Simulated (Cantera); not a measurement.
An isothermal, constant-pressure homogeneous reactor starts with CH₄ : CO₂ : H₂ = 1 : 0.75 : 0.073 (molar parts), at 1600 K and 1.00 bar.

Model: GRI-Mech 3.0 (53 species, 325 reactions), integrated in Cantera.

x: mole fraction; the columns are a selection and need not sum to one.

```csv
t (s),x CH₄,x CO₂,x H₂,x CO,x CH₂CO,x CH₂O
8.00e-6,0.549,0.411,0.0401,2.46e-7,<1e-12,3.10e-10
2.43e-5,0.548,0.411,0.0401,1.19e-6,<1e-12,7.07e-9
7.40e-5,0.548,0.411,0.0402,7.40e-6,2.78e-12,1.47e-7
0.000225,0.547,0.411,0.0406,4.26e-5,9.91e-11,1.47e-6
0.000684,0.544,0.411,0.0426,0.000207,___,6.27e-6
0.00208,0.530,0.408,0.0523,0.00103,___,1.14e-5
0.00632,0.484,0.394,0.0897,0.00477,___,1.01e-5
0.0192,0.386,0.350,0.169,0.0209,___,6.43e-6
0.0585,0.241,0.254,0.252,0.0786,___,3.47e-6
0.178,0.101,0.108,0.284,0.192,4.65e-5,1.60e-6
0.541,0.0426,0.0484,0.333,0.259,4.37e-5,5.96e-7
1.64,0.0336,0.0325,0.396,0.314,___,2.61e-7
5.00,0.0276,0.0167,0.459,0.371,___,1.35e-7
```

**Question.** Fill in the missing entries.

**Answer.** 
- 0.000684, x CH₂CO: 2.19e-9
- 0.00208, x CH₂CO: 4.19e-8
- 0.00632, x CH₂CO: 5.87e-7
- 0.0192, x CH₂CO: 4.52e-6
- 0.0585, x CH₂CO: 1.84e-5
- 1.64, x CH₂CO: 2.04e-5
- 5.00, x CH₂CO: 6.59e-6
